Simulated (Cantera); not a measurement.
Charge: 1 mol Si, 0.68 mol Cl₂, 16 mol H₂, at 1 atm.

These are equilibrium values from Cantera (NASA tables, ideal gas, pure condensed phases), not measurements of a reactor. Candidate condensed phases: Si; 19 gas species. The numbers say what is thermodynamically allowed, not how fast it happens.

Over these rows the condensed part is Si(s). Partial pressures as log10 of bar:

| T (K) | 1000/T (1/K) | log p SiCl₂ | log p H₂ | log p SiHCl₃ | log p SiCl₄ |
|---|---|---|---|---|---|
| 875 | 1.1429 | -5.26 | -0.01 | -1.93 | -1.95 |
| 925 | 1.0811 | -4.75 | -0.01 | -1.94 | -1.96 |
| 975 | 1.0256 | -4.30 | -0.01 | -1.96 | -1.97 |
| 1025 | 0.9756 | -3.90 | -0.01 | -1.98 | -1.99 |
| 1075 | 0.9302 | ? | -0.01 | -2.01 | -2.01 |
| 1125 | 0.8889 | -3.22 | -0.01 | -2.05 | -2.06 |

Fit log p(SiCl₂) = a + b·(1000/T) to the five rows, give the apparent enthalpy, and predict the row at 1075 K.

Means: 1000/T = 1.0228, log p = -4.286. Sxy = -0.305024, Sxx = 0.0379878, so b = -8.03 and a = -4.286 − (-8.03)×1.0228 = 3.93.
Apparent enthalpy: −19.145 × (-8.03) = 154 kJ/mol. With the condensed phases at unit activity, 1/2 Si(s) + 1/2 SiCl₄(g) = SiCl₂(g) links this pressure to the main gases: over the six rows their terms move log p by -0.06 in all, so the slope is close to that reaction's ΔH°. The five rows lie within 0.01 of the line.
Prediction at 1075 K: 3.93 + (-8.03)×0.9302 = -3.54. The computed value is -3.54, 0.00 from the line.
